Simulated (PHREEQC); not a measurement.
PHREEQC input (ion-association model, phreeqc.dat):

```
SOLUTION 0
  temp 25
  units mmol/kgw
  pH 7 charge
  Cl 2.21
  Na 2.2
  O(0) 1 O2(g) -0.68
SOLUTION 1-40
  temp 25
  units mmol/kgw
  pH 7 charge
  Cl 20.51
  Cd 0.55
  Mg 2.8
  Ba 6.9
  O(0) 1 O2(g) -0.68
END
EXCHANGE 1-40
  X 0.0031
  -equilibrate 1
END
SELECTED_OUTPUT 1
  -reset false
  -pH true
  -pe true
  -ionic_strength true
  -water true
  -step true
  -totals Ba Cd Cl Mg Na
  -molalities NaX BaX2 MgX2 CdX2
  -saturation_indices Halite Cd(OH)2
PRINT
  -reset false
TRANSPORT
  -cells 40
  -shifts 198
  -lengths 0.005
  -time_step 720
  -dispersivities 0.016
  -boundary_conditions flux flux
  -correct_disp true
  -punch_cells 40
  -punch_frequency 6
END
```

Selected output (columns that matter, 9 of 34 rows; pore volumes added in front):

```
pore volumes	pH	mu	Ba	Cd	Cl	Mg	Na	m_NaX	m_BaX2	m_MgX2	m_CdX2	si_Halite	si_Cd(OH)2
0	5.0579	0.030177	0.0069	0.00055	0.02051	0.0028	0	0	0.0012614	0.00025071	3.7868e-05	-1000	-7.3918
0.6125	5.0555	0.026408	0.0059729	0.00046818	0.018016	0.0024217	0.00028018	3.5528e-06	0.0012591	0.00025004	3.9095e-05	-7.0076	-7.4303
1.2125	5.0379	0.0091724	0.0017372	0.00012202	0.0066888	0.00069936	0.0015617	3.6442e-05	0.0012402	0.00024453	4.7089e-05	-6.6398	-7.8177
1.8125	5.0254	0.0034189	0.00033787	2.1494e-05	0.0029336	0.00013373	0.0019374	0.00010145	0.0012146	0.00023545	4.9199e-05	-6.8711	-8.4637
2.4125	5.022	0.0024556	0.00010229	6.2872e-06	0.0023095	3.9449e-05	0.0020035	0.00018827	0.0011842	0.00022368	4.7935e-05	-6.9522	-8.9739
3.1625	5.0213	0.0022879	4.9461e-05	2.9989e-06	0.0022178	1.8546e-05	0.0020657	0.00027558	0.001154	0.00021193	4.6308e-05	-6.9549	-9.2914
3.7625	5.0212	0.0022616	3.5873e-05	2.1618e-06	0.002211	1.3224e-05	0.0020985	0.0003262	0.0011364	0.00020517	4.5337e-05	-6.9491	-9.4332
4.3625	5.0212	0.0022503	2.8612e-05	1.7158e-06	0.0022101	1.04e-05	0.0021187	0.00036648	0.0011224	0.00019981	4.4558e-05	-6.945	-9.5334
4.9625	5.0211	0.0022437	2.405e-05	1.4361e-06	0.00221	8.6374e-06	0.0021318	0.0004001	0.0011107	0.00019537	4.3906e-05	-6.9423	-9.6106
```
